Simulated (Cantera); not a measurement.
A closed system holds: 1 mol Al(CH₃)₃, 9.5 mol O₂, 21 mol H₂, equilibrated at 1598.15 K and 12.0 mbar.

Cantera equilibrium calculation (NASA polynomials, part measured and part estimated; ideal gas, pure solids and liquids). Candidate condensed phases: Al, Al₂O₃, C, C₆H₆, C₇H₈, C₈H₁₈, H₂O; 121 gas species. The feed counts by its element totals alone. The numbers say what is thermodynamically allowed, not how fast it happens.

Base state: H₂O 0.479, H₂ 0.415, CO 0.0760, CO₂ 0.0293, H 0.000314, OH 1.41e-5 (mole fractions); condensed: Al₂O₃(s).

Question: What changes in the equilibrium state with this change: temperature from 1598.15 K to 898.15 K?

Answer: 
```json
[
 {"species": "H₂", "before": "0.415", "after": "0.458"},
 {"species": "H₂O", "before": "0.479", "after": "0.436"},
 {"species": "CO₂", "before": "0.0293", "after": "0.0725"},
 {"species": "CO", "before": "0.0760", "after": "0.0328"},
 {"species": "H", "before": "0.000314", "after": "<1e-9"},
 {"species": "OH", "before": "1.41e-5", "after": "<1e-9"},
 {"species": "Al₂O₃(s), mol", "before": "0.500", "after": "0.500"}
]
```
